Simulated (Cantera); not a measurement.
Input: 1 mol Si(CH₃)₄, 8.4 mol H₂, equilibrated at 0.133 bar.

Cantera equilibrium calculation (NASA polynomials, part measured and part estimated; ideal gas, pure solids and liquids). Candidate condensed phases: C, C₆H₆, C₇H₈, C₈H₁₈, Si, SiC; 87 gas species. Equilibrium is a limit: real reactors are often held back by kinetics, nucleation or transport. All values below are at 1225 K.

Base state: H₂ 0.998, CH₄ 0.00174 (mole fractions); condensed: C(graphite) + SiC(s).

Task: What changes in the equilibrium state with this change: Si(CH₃)₄ replaced by (CH₃)₂SiCl₂?

Result: 
```
species            before     after
----------------  -------  --------
H₂                  0.998     0.844
HCl                     0     0.153
SiCl₄                   0   0.00188
SiHCl₃                  0  0.000324
SiCl₃                   0  0.000177
SiCl₂                   0  0.000132
CH₄               0.00174   0.00125
C(graphite), mol     2.97      1.02
SiC(s), mol          1.00     0.969
```
The feed counts by its element totals alone. The tables' values for SiCl₃ are old estimates; treat these amounts as uncertain.
